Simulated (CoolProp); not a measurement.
Model: reference Helmholtz-energy equation of state, Setzmann 1991, in CoolProp.

Problem. For methane, give the phase and the density (kg/m³), fugacity coefficient at 170.8 K and 3780 kPa; 178.7 K and 3780 kPa; 273.7 K and 3780 kPa.

Solution. 
- 170.8 K and 3780 kPa: liquid; density 316, fugacity coefficient 0.507
- 178.7 K and 3780 kPa: liquid; density 289, fugacity coefficient 0.618
- 273.7 K and 3780 kPa: gas; density 29.2, fugacity coefficient 0.915
